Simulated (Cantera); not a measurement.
# Adiabatic ignition

An adiabatic, constant-volume homogeneous reactor starts with 14.5 % CH3OH, 22.0 % O2, 63.5 % N2, equivalence ratio 0.99, at 1800 K and 73000 Pa.

Model: GRI-Mech 3.0 (53 species, 325 reactions), integrated in Cantera. GRI-Mech 3.0 was tuned for natural gas; its chemistry of methanol as a main component is partial and can be far from experiment.

```csv
t (s),T (K),P (bar),x CH3OH,x O2,x CH4,x HCN,x HCO,x NO,x C2H6
2.00e-6,1800,0.730,0.144,0.219,2.31e-5,1.39e-11,2.45e-7,1.13e-11,5.77e-8
5.90e-6,1802,0.733,0.140,0.217,0.000147,6.37e-11,2.48e-6,5.68e-11,6.21e-7
1.74e-5,1876,0.779,0.110,0.199,0.000557,8.59e-10,7.98e-5,7.53e-10,1.17e-6
5.14e-5,2845,1.37,<1e-12,0.0423,<1e-12,3.50e-10,1.82e-7,0.000473,<1e-12
0.000152,2984,1.42,<1e-12,0.0387,<1e-12,1.97e-9,1.81e-7,0.00414,<1e-12
0.000447,2977,1.42,<1e-12,0.0361,<1e-12,4.04e-9,1.79e-7,0.0115,<1e-12
0.00132,2974,1.42,<1e-12,0.0348,<1e-12,5.14e-9,1.79e-7,0.0154,<1e-12
0.00389,2974,1.42,<1e-12,0.0347,<1e-12,5.17e-9,1.79e-7,0.0155,<1e-12
0.0115,2974,1.42,<1e-12,0.0347,<1e-12,5.17e-9,1.79e-7,0.0155,<1e-12
0.0339,2974,1.42,<1e-12,0.0347,<1e-12,5.17e-9,1.79e-7,0.0155,<1e-12
0.100,2974,1.42,<1e-12,0.0347,<1e-12,5.17e-9,1.79e-7,0.0155,<1e-12
```
x: mole fraction; the columns are a selection and need not sum to one.

time of steepest temperature rise: 25.8 µs
temperature at 0.100 s: 2974 K
equilibrium temperature: 2974 K
x(CH3OH) at 0.100 s: <1e-12 (gas-phase equilibrium <1e-12)
x(O2) at 0.100 s: 0.0347 (gas-phase equilibrium 0.0347)
x(CH4) at 0.100 s: <1e-12 (gas-phase equilibrium <1e-12)
